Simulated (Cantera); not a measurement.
A closed system holds: 1 mol CCl₄, 0.021 mol Si, held at 1.20 mbar.

Equilibrium computed with Cantera from the NASA thermochemical tables; the gas is ideal and each condensed phase is pure. Candidate condensed phases: C, Si, SiC; 24 gas species. Rates play no part.

### Question
Which condensed phases are stable at each of these points (T (K)): 2125, 2325, 2525, 2725, 2925, 3125, 3325?

### Answer
```
T (K)  condensed phases  Si condensed (%)
-----  ----------------  ----------------
2125        C(graphite)               0.0
2325        C(graphite)               0.0
2525        C(graphite)               0.0
2725        C(graphite)               0.0
2925           gas only               0.0
3125           gas only               0.0
3325           gas only               0.0
```

From 2125 K to 2725 K the condensed part is C(graphite). From 2925 K to 3325 K nothing is condensed.
